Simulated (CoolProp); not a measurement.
R123 along the isobar 0.101 MPa: fugacity coefficient from the reference equation and from simpler models built on Tc = 456.8 K, pc = 3.662 MPa, ω = 0.282; each cubic takes its own stable root.

Computed with CoolProp (reference Helmholtz-energy equation of state, Younglove 1994). It is a modified Benedict-Webb-Rubin equation, recast in Helmholtz form.

```csv
T (K),phase,reference,van der Waals,Soave-Redlich-Kwong,Peng-Robinson
199.4,liquid,0.002343,0.3725,0.002430,0.002800
209.8,liquid,0.006053,0.5411,0.006183,0.006941
220.2,liquid,0.01406,0.7580,0.01421,0.01561
230.5,liquid,0.02963,0.9611,0.02974,0.03206
240.9,liquid,0.05818,0.9647,0.05817,0.06170
251.3,liquid,0.1068,0.9678,0.1065,0.1115
261.7,liquid,0.1847,0.9706,0.1842,0.1905
272,liquid,0.3019,0.9730,0.3013,0.3086
282.4,liquid,0.4740,0.9751,0.4738,0.4812
292.8,liquid,0.7145,0.9771,0.7159,0.7219
303.2,gas,0.9599,0.9788,0.9671,0.9657
313.6,gas,0.9645,0.9803,0.9701,0.9687
323.9,gas,0.9684,0.9817,0.9727,0.9714
```

At some of these states van der Waals gives the other phase, because its saturation line lies elsewhere.
